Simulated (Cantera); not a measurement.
A Cantera script and what it prints.

```python
import numpy as np
import cantera as ct

gas_names = """
    CL CL2 H HCL H2 N NH NH2 NH3 N2 N2H2 N2H4 Si SiCL SiCL2 SiCL3 SiCL4 SiH SiHCL3 SiH2 SiH2CL2 SiH3
    SiH3CL SiH4 SiN Si2 Si2N Si3
""".split()
cond_names = """
    NH4CL(a) NH4CL(b) Si(cr) Si(L) Si3N4(a)
""".split()


# ... load() reads the species with a 1 bar reference pressure and builds the phases ...
atoms = {
    'SiH4': {'Si': 1, 'H': 4},
    'HCl': {'H': 1, 'CL': 1},
    'N2': {'N': 2},
    'Cl2': {'CL': 2},
}
top_T = {'Si3N4(a)': 2400}  # K; cautious upper limits of use, not melting points


# ... equilibrate(T, P, feed) seeds the gas with the atoms and calls Mixture.equilibrate('TP', solver="vcs", rtol=1e-11, max_steps=5000) ...
results = []
feed = {'SiH4': 1, 'HCl': 1.5, 'N2': 10, 'Cl2': 0.63}  # mol
P = 100000  # Pa
for T in [973, 1023, 1073, 1123, 1173, 1223, 1273, 1323, 1373, 1423, 1473, 1523, 1573]:
    mix = equilibrate(T, P, feed)
    results.append((T, P, feed, dict(zip(mix.species_names, mix.species_moles))))
    x = sorted(zip(gas.X, gas.species_names), reverse=True)
    print(f"T = {T:g} K  P = {P:g} Pa  gas = {mix.phase_moles(0):.4g} mol")
    print("   x: " + "  ".join(f"{s} {v:.3e}" for v, s in x if v > 0.001))
    print("   condensed (mol): " + ("  ".join(f"{mix.phase(i).name} {mix.phase_moles(i):.4g}"
          for i in range(1, mix.n_phases) if mix.phase_moles(i) > 1e-12) or "none"))
```

It prints:

```
T = 973 K  P = 100000 Pa  gas = 13.4 mol
   x: N2 7.054e-01  HCL 1.518e-01  H2 1.292e-01  SiCL4 1.349e-02
   condensed (mol): Si3N4(a) 0.2728
T = 1023 K  P = 100000 Pa  gas = 13.41 mol
   x: N2 7.046e-01  HCL 1.555e-01  H2 1.273e-01  SiCL4 1.252e-02
   condensed (mol): Si3N4(a) 0.277
T = 1073 K  P = 100000 Pa  gas = 13.41 mol
   x: N2 7.038e-01  HCL 1.587e-01  H2 1.256e-01  SiCL4 1.167e-02
   condensed (mol): Si3N4(a) 0.2806
T = 1123 K  P = 100000 Pa  gas = 13.41 mol
   x: N2 7.032e-01  HCL 1.616e-01  H2 1.241e-01  SiCL4 1.091e-02
   condensed (mol): Si3N4(a) 0.2838
T = 1173 K  P = 100000 Pa  gas = 13.42 mol
   x: N2 7.026e-01  HCL 1.641e-01  H2 1.228e-01  SiCL4 1.023e-02
   condensed (mol): Si3N4(a) 0.2865
T = 1223 K  P = 100000 Pa  gas = 13.42 mol
   x: N2 7.021e-01  HCL 1.662e-01  H2 1.217e-01  SiCL4 9.609e-03
   condensed (mol): Si3N4(a) 0.2888
T = 1273 K  P = 100000 Pa  gas = 13.42 mol
   x: N2 7.017e-01  HCL 1.681e-01  H2 1.207e-01  SiCL4 9.029e-03
   condensed (mol): Si3N4(a) 0.2907
T = 1323 K  P = 100000 Pa  gas = 13.43 mol
   x: N2 7.013e-01  HCL 1.696e-01  H2 1.199e-01  SiCL4 8.474e-03
   condensed (mol): Si3N4(a) 0.2921
T = 1373 K  P = 100000 Pa  gas = 13.43 mol
   x: N2 7.010e-01  HCL 1.707e-01  H2 1.192e-01  SiCL4 7.923e-03
   condensed (mol): Si3N4(a) 0.2929
T = 1423 K  P = 100000 Pa  gas = 13.43 mol
   x: N2 7.008e-01  HCL 1.713e-01  H2 1.188e-01  SiCL4 7.350e-03
   condensed (mol): Si3N4(a) 0.2927
T = 1473 K  P = 100000 Pa  gas = 13.44 mol
   x: N2 7.006e-01  HCL 1.713e-01  H2 1.187e-01  SiCL4 6.726e-03  SiCL3 1.330e-03
   condensed (mol): Si3N4(a) 0.2912
T = 1523 K  P = 100000 Pa  gas = 13.45 mol
   x: N2 7.005e-01  HCL 1.704e-01  H2 1.190e-01  SiCL4 6.020e-03  SiCL3 1.895e-03  SiCL2 1.782e-03
   condensed (mol): Si3N4(a) 0.2877
T = 1573 K  P = 100000 Pa  gas = 13.47 mol
   x: N2 7.004e-01  HCL 1.682e-01  H2 1.197e-01  SiCL4 5.213e-03  SiCL2 3.307e-03  SiCL3 2.561e-03
   condensed (mol): Si3N4(a) 0.2813
```

These are equilibrium values from Cantera (NASA tables, ideal gas, pure condensed phases), not measurements of a reactor. N2 is the only nitrogen source here; it is nearly inert below about 1500 K, so the nitride shown seldom forms there in practice. The tables' values for SiCl3 are old estimates; treat these amounts as uncertain.
